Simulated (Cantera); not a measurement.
A closed system holds: 1 mol MgSO4, a varied amount of CO2, 0.076 mol H2O, held at 1750 K and 0.653 Torr.

Method: chemical equilibrium by Gibbs-energy minimisation in Cantera with the NASA 1993 tables (ideal gas, pure condensed phases). Candidate condensed phases: C, C6H6, C7H8, C8H18, H2O, H2SO4, Mg, MgCO3, MgO, Mg(OH)2, MgS, MgSO4, S; 130 gas species. Rates play no part.

**Question.** At 1.3 mol CO2, list the 6 most abundant gas species with their mole fractions, and the condensed phases.

**Answer.** CO2 0.446, SO2 0.346, O2 0.175, H2O 0.0255, CO 0.00437, OH 0.00142. Condensed: MgO(s).
